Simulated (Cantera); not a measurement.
Input: 1 mol MgCl₂, 19 mol N₂, equilibrated at 56.0 Pa.

Cantera equilibrium calculation (NASA polynomials, part measured and part estimated; ideal gas, pure solids and liquids). Candidate condensed phases: Mg, MgCl₂; 9 gas species. Kinetics and transport are ignored.

x: gas mole fraction; nothing condenses.

```tsv
T (K)	x N₂	x MgCl₂	x Cl	x Mg	x MgCl
1198	0.950	0.0500	(withheld)	4.22e-7	4.51e-7
1248	0.950	0.0500	(withheld)	1.28e-6	1.06e-6
1298	0.950	0.0500	(withheld)	3.53e-6	2.34e-6
1348	0.950	0.0500	(withheld)	8.97e-6	4.83e-6
1398	0.950	0.0500	(withheld)	2.12e-5	9.44e-6
1448	0.950	0.0499	(withheld)	4.72e-5	1.76e-5
1498	0.950	0.0499	(withheld)	9.93e-5	3.13e-5
1548	0.950	0.0497	(withheld)	0.000199	5.37e-5
1598	0.949	0.0495	(withheld)	0.000379	8.87e-5
1648	0.949	0.0491	(withheld)	0.000695	0.000142
1698	0.947	0.0484	(withheld)	0.00123	0.000219
1748	0.946	0.0474	(withheld)	0.00208	0.000328
```

### Question
Complete the blanks.

### Answer

- 1198, x Cl: 1.30e-6
- 1248, x Cl: 3.62e-6
- 1298, x Cl: 9.39e-6
- 1348, x Cl: 2.28e-5
- 1398, x Cl: 5.19e-5
- 1448, x Cl: 0.000112
- 1498, x Cl: 0.000230
- 1548, x Cl: 0.000451
- 1598, x Cl: 0.000847
- 1648, x Cl: 0.00153
- 1698, x Cl: 0.00267
- 1748, x Cl: 0.00450
